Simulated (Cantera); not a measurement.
Charge: 1 mol MgO, 0.62 mol SO3, 1.6 mol N2, equilibrated at 1325 K.

These are equilibrium values from Cantera (NASA tables, ideal gas, pure condensed phases), not measurements of a reactor. Candidate condensed phases: Mg, MgO, MgS, MgSO4, S; 22 gas species. Mutual solubility and eutectic melting of coexisting phases are not modelled. Equilibrium is a limit: real reactors are often held back by kinetics, nucleation or transport.

**Question.** Which condensed phases are stable at each of these points (P (Pa)): 1000, 4600, 21000, 96000, 440000, 2000000?

**Answer.** 
```tsv
P (Pa)	condensed phases	Mg condensed (%)
1000	MgO(s)	100.0
4600	MgO(s)	100.0
21000	MgO(s)	100.0
96000	MgO(s)	100.0
440000	MgO(s) + MgSO4(s)	100.0
2000000	MgO(s) + MgSO4(s)	100.0
```

From 1000 Pa to 96000 Pa the condensed part is MgO(s). From 440000 Pa to 2000000 Pa the condensed part is MgO(s) + MgSO4(s).
